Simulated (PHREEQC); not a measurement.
PHREEQC input (ion-association model, phreeqc.dat):

```
SOLUTION_SPECIES
  SO4-2 + 9 H+ + 8 e- = HS- + 4 H2O  # shut off: sulfate is not reduced
    -log_k -100
    -delta_h 0
    -analytic -100
SOLUTION 1
  temp 25
  units mol/kgw
  pH 7 charge
  S(6) 0.059
  Na 0.118
END
SELECTED_OUTPUT 1
  -reset false
  -pH true
  -pe true
  -ionic_strength true
  -water true
  -totals Na S S(-2) S(6) Hdg
  -molalities H+ Na+ SO4-2 OH- HSO4- S-2 HS- H2S NaOH NaSO4-
USER_PUNCH 1
  -headings p_Hdg(g) phi_Hdg(g) p_H2O(g) phi_H2O(g) density
  10 PUNCH PR_P("Hdg(g)"), PR_PHI("Hdg(g)"), PR_P("H2O(g)"), PR_PHI("H2O(g)"), RHO
PRINT
  -reset false
USE solution 1
REACTION_TEMPERATURE 1
  10
GAS_PHASE 1
  -fixed_pressure
  -pressure 2
  -temperature 10
  -volume 20
  Hdg(g) 2
  H2O(g) 0
END
# ... the last block is repeated for the other 12 points of P (atm)
```

Selected output (columns that matter, 13 of 13 rows; P (atm) added in front):

```
P (atm)	pH	mu	Na	S	Hdg	m_H+	m_Na+	m_SO4-2	m_OH-	p_Hdg(g)	phi_Hdg(g)	p_H2O(g)	phi_H2O(g)	density
2	7.4199	0.16063	0.11802	0.059011	0.0016867	4.6962e-08	0.10982	0.050809	1.0582e-07	1.9876	1.0005	0.012377	0.9906	1.0075
5	7.4189	0.16064	0.11802	0.059012	0.0042199	4.7069e-08	0.10982	0.050813	1.0588e-07	4.9874	1.0013	0.012576	0.9772	1.0076
10	7.4173	0.16065	0.11802	0.059012	0.0084089	4.7248e-08	0.10983	0.050821	1.0597e-07	9.9871	1.0025	0.012911	0.95548	1.0077
20	7.4139	0.16068	0.11802	0.059012	0.016666	4.7606e-08	0.10985	0.050835	1.0615e-07	19.986	1.0052	0.013596	0.91421	1.008
30	7.4106	0.16071	0.11803	0.059013	0.024766	4.7966e-08	0.10986	0.050849	1.0632e-07	29.986	1.0079	0.014303	0.87564	1.0082
40	7.4074	0.16074	0.11803	0.059014	0.032713	4.8325e-08	0.10988	0.050864	1.0649e-07	39.985	1.0108	0.015032	0.83958	1.0085
50	7.4041	0.16077	0.11803	0.059014	0.040513	4.8686e-08	0.10989	0.050878	1.0665e-07	49.984	1.0138	0.015781	0.80582	1.0088
75	7.396	0.16084	0.11803	0.059016	0.059393	4.959e-08	0.10993	0.050912	1.0705e-07	74.982	1.0217	0.017742	0.73044	1.0095
100	7.388	0.16091	0.11804	0.059018	0.077438	5.0498e-08	0.10996	0.050944	1.0743e-07	99.98	1.0302	0.019828	0.6661	1.0102
150	7.3724	0.16103	0.11804	0.059021	0.11124	5.2323e-08	0.11003	0.051007	1.0812e-07	149.98	1.0491	0.024346	0.56334	1.0117
200	7.3572	0.16115	0.11805	0.059025	0.14231	5.4158e-08	0.11009	0.051064	1.0873e-07	199.97	1.0701	0.029289	0.48623	1.0132
300	7.3283	0.16137	0.11806	0.059032	0.19739	5.7845e-08	0.1102	0.051168	1.0974e-07	299.96	1.1183	0.040241	0.3814	1.0163
400	7.3011	0.16155	0.11808	0.05904	0.24455	6.1532e-08	0.1103	0.051256	1.1053e-07	399.95	1.174	0.052287	0.31618	1.0195
```

Constants without temperature data keep their 25 °C values here.
